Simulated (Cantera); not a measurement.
A perfectly stirred reactor is fed with C₂H₆ : N₂ = 1 : 7.1 (molar parts), at 0.00170 bar; it is held at 1350 K, and followed from long to short residence time.

Model: GRI-Mech 3.0 (53 species, 325 reactions), integrated in Cantera. GRI-Mech 3.0 stops at C3 and has no aromatics, soot or wall deposition, so with more carbon than oxygen in the feed, carbon stays in small species such as C2H2 where larger ones or solid carbon would form. Radical loss at walls, strong at low pressure, is not modelled.

| quantity | before | after |
|---|---|---|
| x(C₂H₆) at τ = 0.360 s | 0.0201 | 0.0434 |
| x(CH₄) at τ = 0.360 s | 0.0446 | 0.0320 |
| x(C₂H) at τ = 0.360 s | 2.94e-8 | 2.05e-8 |
| x(H₂) at τ = 0.360 s | 0.0725 | 0.0487 |
| x(CH₂) at τ = 0.360 s | 1.18e-6 | 2.24e-6 |
| x(C₂H₆) at τ = 17.0 ms | 0.109 | 0.121 |
| x(CH₄) at τ = 17.0 ms | 0.00300 | 0.000412 |
| x(C₂H) at τ = 17.0 ms | 7.59e-10 | 2.76e-11 |
| x(H₂) at τ = 17.0 ms | 0.00828 | 0.00124 |
| x(CH₂) at τ = 17.0 ms | 9.26e-7 | 2.78e-7 |

**Question.** What was changed between the two runs?
A) temperature 1350 to 1498 K
B) temperature 1350 to 1875 K
C) N2 7.1 to 0.71 parts
D) pressure from 0.00170 bar to 0.000510 bar

**Answer.** D, pressure from 0.00170 bar to 0.000510 bar
